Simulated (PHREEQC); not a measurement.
## Buffer

Make-up at 28 °C: 0.09 mol NaHSO4 and 1.5e-05 mol Na2B4O7 per kg of water. Closed to the air; pH follows from the charge balance.

Equilibrium calculation in PHREEQC: ion-association model, phreeqc.dat.

Each row changes one thing in this solution. Precipitation was switched off in this run.

```csv
case,pH,ionic strength (mol/kgw),Na+ (mol/kgw),HSO4- (mol/kgw),SO4-2 (mol/kgw),NaSO4- (mol/kgw)
as made,1.49,0.161,0.0852,0.0497,0.0354,0.00485
diluted 2-fold with water,1.71,0.0883,0.0432,0.0215,…,0.00184
Na2B4O7 replaced by NH4BF4 at the same molality,1.49,0.161,0.0852,0.0497,0.0354,0.00485
diluted 100-fold with water,3.10,0.00258,…,5.89e-5,0.000838,…
Na2B4O7 from 1.5e-05 to 0.00015 mol/kgw,1.49,0.161,0.0854,0.0496,0.0355,0.00487
Na2B4O7 left out,1.49,0.161,0.0852,0.0497,0.0354,0.00484
```

Some entries are withheld; supply them.


- diluted 2-fold with water, SO4-2 (mol/kgw): 0.0216
- diluted 100-fold with water, Na+ (mol/kgw): 0.000897
- diluted 100-fold with water, NaSO4- (mol/kgw): 3.08e-6

Species that the database lacks are ignored. Real BF4- forms and hydrolyses slowly; the run takes it at equilibrium.
